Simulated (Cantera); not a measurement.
**NO annealing gas**

An isothermal, constant-pressure homogeneous reactor starts with 74.6 % NO, 16.4 % N2, 8.96 % H2O, at 1648 K and 110000 Pa.

Detailed kinetics in Cantera: GRI-Mech 3.0 (53 species, 325 reactions).

| t (s) | x NO | x O2 | x O | x N2 | x NO2 |
|---|---|---|---|---|---|
| 3.00e-5 | 0.746 | 5.30e-10 | 9.16e-8 | 0.164 | 5.45e-7 |
| 8.23e-5 | 0.746 | 2.45e-9 | 9.62e-8 | 0.164 | 1.72e-6 |
| 0.000226 | 0.746 | 1.60e-8 | 1.16e-7 | 0.164 | 5.84e-6 |
| 0.000620 | 0.746 | 1.76e-7 | 2.12e-7 | 0.164 | 2.37e-5 |
| 0.00170 | 0.746 | 2.66e-6 | 4.88e-7 | 0.164 | 8.38e-5 |
| 0.00468 | 0.746 | 2.51e-5 | 8.54e-7 | 0.164 | 0.000169 |
| 0.0128 | 0.745 | 0.000185 | 1.39e-6 | 0.164 | 0.000306 |
| 0.0352 | 0.744 | 0.000865 | 1.67e-6 | 0.165 | 0.000377 |
| 0.0967 | 0.740 | 0.00279 | 2.03e-6 | 0.167 | 0.000463 |
| 0.265 | 0.729 | 0.00801 | 2.73e-6 | 0.173 | 0.000629 |
| 0.729 | 0.701 | 0.0217 | 3.98e-6 | 0.186 | 0.000899 |
| 2.00 | 0.634 | 0.0549 | 5.96e-6 | 0.220 | 0.00124 |
x: mole fraction; the columns are a selection and need not sum to one.

Equilibrium at this temperature and pressure: NO 0.00261, O2 0.372, O 1.48e-5, N2 0.536, NO2 1.29e-5 (gas phase only).
